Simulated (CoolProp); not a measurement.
cis-2-butene along the isobar 6.07 MPa: density (kg/m³) from the reference equation and from simpler models built on Tc = 435.8 K, pc = 4.236 MPa, ω = 0.202; each cubic takes its own stable root.

The numbers come from the reference Helmholtz-energy equation of state, Lemmon 2005 in CoolProp. It is a short technical equation, of lower accuracy than the large ones.

```csv
T (K),phase,reference
311.8,liquid,608.5
328.2,liquid,589.2
344.6,liquid,568.8
361,liquid,546.8
377.4,liquid,522.9
393.8,liquid,496.1
410.2,liquid,464.9
426.6,liquid,426.1
443,supercritical,370.5
459.4,supercritical,263.3
475.8,supercritical,173.2
492.2,supercritical,140.2
508.6,supercritical,122.2
525,supercritical,110.1
```

Q: How far does each simpler model (van der Waals, Soave-Redlich-Kwong, Peng-Robinson) lie from the reference over these 14 states: mean and median of the absolute difference, and the worst?

A: 
- van der Waals: mean 25.3 %, median 32.7 %, worst -36.3 % at 311.8 K and 6.07 MPa
- Soave-Redlich-Kwong: mean 9.1 %, median 8.2 %, worst -17.0 % at 443 K and 6.07 MPa
- Peng-Robinson: mean 3.2 %, median 2.7 %, worst -8.6 % at 443 K and 6.07 MPa
